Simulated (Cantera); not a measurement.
Input: 1 mol MgCO3, 0.46 mol H2S, 0.092 mol O2, at 2.40 bar.

Equilibrium computed with Cantera from the NASA thermochemical tables; the gas is ideal and each condensed phase is pure. Candidate condensed phases: C, C6H6, C7H8, C8H18, H2O, H2SO4, Mg, MgCO3, MgO, Mg(OH)2, MgS, MgSO4, S; 130 gas species. Gases not in the tables: S3 to S7. Equilibrium is a limit: real reactors are often held back by kinetics, nucleation or transport.

### Question
At 900 K, list the 4 most abundant gas species with their mole fractions, and the condensed phases.

### Answer
CO2 0.630, H2S 0.170, H2O 0.126, S2 0.0550. Condensed: MgO(s).
